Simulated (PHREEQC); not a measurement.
NaOH is added in steps, without added water, to 1 kg of water holding 0.022 mol/kgw AgF and 0.00025 mol/kgw HNO3, at 11 °C. Oxygen alone is held at its pressure in air (log pO2 = -0.68). The system is closed to CO2. The run lets Ag2O precipitate or redissolve, and no other solid.

Base run: PHREEQC, ion-association model, wateq4f.dat. Each further column changes one thing. The table gives pH.

```
NaOH added (mol)   base  AgF from 0.022 to 0.11 mol/kgw  HNO3 left out  0.0017 mol/kgw NaHCO3 added  no solid may form
----------------  -----  ------------------------------  -------------  ---------------------------  -----------------
0                  4.98                            5.65           7.52                         6.07               4.98
0.002              8.25                            7.61           8.26                   (withheld)              10.87
0.004              8.30                            7.62           8.30                         8.34              11.18
0.007              8.38                            7.63           8.38                         8.43              11.41
0.009              8.44                            7.64           8.44                         8.50              11.51
0.011              8.51                            7.65           8.52                         8.58              11.60
0.013              8.59                            7.66           8.60                         8.68              11.67
0.015              8.70                      (withheld)           8.71                         8.81              11.73
0.017              8.84                            7.68           8.86                         9.01              11.79
0.02               9.21                            7.69           9.26                   (withheld)              11.87
0.022             10.09                            7.70          10.50                        10.41              11.92
0.024             11.67                            7.71          11.73                   (withheld)              11.96
```

**Question.** What belongs in the gaps?

**Answer.** 
- 0.002, 0.0017 mol/kgw NaHCO3 added: 8.29
- 0.015, AgF from 0.022 to 0.11 mol/kgw: 7.67
- 0.02, 0.0017 mol/kgw NaHCO3 added: 9.72
- 0.024, 0.0017 mol/kgw NaHCO3 added: 10.97

At this temperature some constants are extrapolated from 25 °C, and those without enthalpy data are left unchanged. In at least one series the solution becomes supersaturated in solids that the run did not let form, among them Ag2O. Solids allowed in the column '0.0017 mol/kgw NaHCO3 added': Ag2O, Ag2CO3, Nahcolite, Natron.
